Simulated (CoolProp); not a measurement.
The numbers come from the reference Helmholtz-energy equation of state, Lemmon 2006 in CoolProp. It is a short technical equation, of lower accuracy than the large ones.

**Question.** Give the vapour pressure (MPa), liquid density (kg/m³), enthalpy of vaporisation (kJ/kg) of saturated C2F6 (R116) at 274 K.

**Answer.** 
```json
[
 {"T (K)": "274", "p (MPa)": "1.89", "liquid density (kg/m³)": "1130", "enthalpy of vaporisation (kJ/kg)": "62.4"}
]
```
